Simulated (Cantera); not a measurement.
An isothermal, constant-pressure homogeneous reactor starts with CH4 : H2 : O2 : H2O = 0.035 : 1 : 0.0018 : 0.098 (molar parts), at 2525 K and 30.8 Torr.

Cantera simulation using GRI-Mech 3.0 (53 species, 325 reactions); the numbers are that mechanism's predictions, not measurements. Radical loss at walls, strong at low pressure, is not modelled.

x: mole fraction; the columns are a selection and need not sum to one.

```json
[
 {"t (s)": "6.00e-6", "x CH4": "0.0304", "x H2": "0.881", "x O2": "0.00158", "x HCO": "3.20e-10", "x CH2O": "3.78e-8"},
 {"t (s)": "4.30e-5", "x CH4": "0.0280", "x H2": "0.877", "x O2": "0.00143", "x HCO": "___", "x CH2O": "3.27e-6"},
 {"t (s)": "0.000308", "x CH4": "0.0140", "x H2": "0.864", "x O2": "2.44e-5", "x HCO": "___", "x CH2O": "1.31e-5"},
 {"t (s)": "0.00221", "x CH4": "0.00129", "x H2": "0.870", "x O2": "5.41e-7", "x HCO": "___", "x CH2O": "2.28e-6"},
 {"t (s)": "0.0158", "x CH4": "9.94e-6", "x H2": "0.866", "x O2": "6.72e-7", "x HCO": "___", "x CH2O": "2.55e-8"},
 {"t (s)": "0.114", "x CH4": "2.33e-12", "x H2": "0.811", "x O2": "3.25e-6", "x HCO": "1.99e-8", "x CH2O": "4.32e-10"},
 {"t (s)": "0.814", "x CH4": "1.38e-12", "x H2": "0.797", "x O2": "4.33e-6", "x HCO": "1.88e-8", "x CH2O": "3.53e-10"},
 {"t (s)": "5.84", "x CH4": "1.38e-12", "x H2": "0.797", "x O2": "4.33e-6", "x HCO": "1.88e-8", "x CH2O": "3.53e-10"},
 {"t (s)": "41.8", "x CH4": "1.38e-12", "x H2": "0.797", "x O2": "4.33e-6", "x HCO": "1.88e-8", "x CH2O": "3.53e-10"},
 {"t (s)": "300", "x CH4": "1.38e-12", "x H2": "0.797", "x O2": "4.33e-6", "x HCO": "1.88e-8", "x CH2O": "3.53e-10"}
]
```

Question: Complete the blanks.

Answer: 
- 4.30e-5, x HCO: 2.09e-7
- 0.000308, x HCO: 3.65e-6
- 0.00221, x HCO: 9.40e-7
- 0.0158, x HCO: 3.88e-8
